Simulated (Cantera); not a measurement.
**CH₂F₂ + HCl (fluorocarbon and chlorocarbon gases)**

Charge: 1 mol CH₂F₂, 2 mol HCl, held at 3200 °C.

Method: chemical equilibrium by Gibbs-energy minimisation in Cantera with the NASA 1993 tables (ideal gas, pure condensed phases). Candidate condensed phases: C, C₆H₆, C₇H₈, C₈H₁₈; 118 gas species. The tables' values for CCl are old estimates; treat these amounts as uncertain. Rates play no part.

From 1.00 Pa to 0.100 bar nothing is condensed. At 1.00 bar the condensed part is C(graphite). The main C-bearing gas is C at 1.00 Pa and C₃ at 1.00 bar.

```tsv
P (Pa)	x H	x HF	x Cl	x F	x HCl	x C	x H₂	x C₃	x C₂	x C₂H₂ (acetylene)	n C(graphite)
1	0.444	0.000246	0.222	0.222	4.82e-6	0.111	6.40e-6	2.18e-7	5.38e-5	<1e-12	0
10	0.443	0.00244	0.223	0.220	4.82e-5	0.110	6.37e-5	2.13e-5	0.000529	2.59e-10	0
100	0.435	0.0223	0.229	0.205	0.000487	0.0992	0.000614	0.00155	0.00430	2.02e-7	0
1000	0.387	0.127	0.260	0.131	0.00492	0.0484	0.00487	0.0181	0.0102	3.82e-5	0
10000	0.272	0.274	0.282	0.0403	0.0375	0.0131	0.0240	0.0362	0.00755	0.00139	0
100000	0.125	0.372	0.240	0.0120	0.146	0.00246	0.0504	0.0237	0.00264	0.0102	0.312
```
x: gas mole fraction; n: condensed amount in mol.
